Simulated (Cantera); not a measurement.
An isothermal, constant-pressure homogeneous reactor starts with 89.0 % NH3, 9.80 % H2, 1.16 % N2, at 1798 K and 0.0220 bar.

Detailed kinetics in Cantera: the gas-phase N/H chemistry of the illustrative SiF4/NH3 mechanism in the Surface Chemkin manual (1991). Walls and surfaces, which speed up NH3 decomposition in real reactors, are not modelled.

x: mole fraction; the columns are a selection and need not sum to one.

```csv
t (s),x NH3,x H2,x N2H4,x N2H2,x NH2,x N
1.00e-6,0.890,0.0980,<1e-12,<1e-12,?,<1e-12
8.75e-6,0.890,0.0980,<1e-12,<1e-12,?,<1e-12
7.65e-5,0.890,0.0980,<1e-12,1.09e-11,?,<1e-12
0.000669,0.890,0.0980,3.17e-11,3.97e-9,?,9.55e-12
0.00586,0.890,0.0981,2.46e-9,5.32e-7,?,8.56e-9
0.0512,0.884,0.103,2.04e-8,5.76e-6,0.000566,1.28e-7
0.448,0.820,0.150,1.81e-8,5.05e-6,0.000532,1.61e-7
3.92,0.467,0.412,8.16e-9,2.08e-6,?,2.44e-7
34.3,0.0306,0.735,1.80e-10,5.78e-8,?,2.26e-7
300,2.36e-5,0.757,<1e-12,1.28e-12,?,1.33e-8
```

Question: What belongs in the gaps?

Answer: 
- 1.00e-6, x NH2: 2.01e-8
- 8.75e-6, x NH2: 2.49e-7
- 7.65e-5, x NH2: 2.57e-6
- 0.000669, x NH2: 2.29e-5
- 0.00586, x NH2: 0.000197
- 3.92, x NH2: 0.000358
- 34.3, x NH2: 5.33e-5
- 300, x NH2: 1.73e-7
